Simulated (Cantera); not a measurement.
Feed: 1 mol B, 17 mol N₂, 0.14 mol O₂, equilibrated at 1350 K and 48.0 Torr.

Method: chemical equilibrium by Gibbs-energy minimisation in Cantera with the NASA 1993 tables (ideal gas, pure condensed phases). Candidate condensed phases: B, BN, B₂O₃; 17 gas species. N₂ is the only nitrogen source here; it is nearly inert below about 1500 K, so the nitride shown seldom forms there in practice. Mutual solubility and eutectic melting of coexisting phases are not modelled. Equilibrium is a limit: real reactors are often held back by kinetics, nucleation or transport.

Base state: N₂ 1.000, B₂O₃ 1.10e-5 (mole fractions); condensed: BN(s) + B₂O₃(l).

What changes in the equilibrium state with this change: 0.76 mol NH₃ added?


```json
[
 {"species": "N₂", "before": "1.000", "after": "0.937"},
 {"species": "H₂", "before": "0", "after": "0.0626"},
 {"species": "HBO₂", "before": "0", "after": "0.000309"},
 {"species": "H₂O", "before": "0", "after": "0.000204"},
 {"species": "HBO", "before": "0", "after": "1.84e-5"},
 {"species": "B₂O₃", "before": "1.10e-5", "after": "1.10e-5"},
 {"species": "BN(s), mol", "before": "0.813", "after": "0.818"},
 {"species": "B₂O₃(l), mol", "before": "0.0932", "after": "0.0881"}
]
```
Further candidate phases: B₃O₃H₃, H₂O.
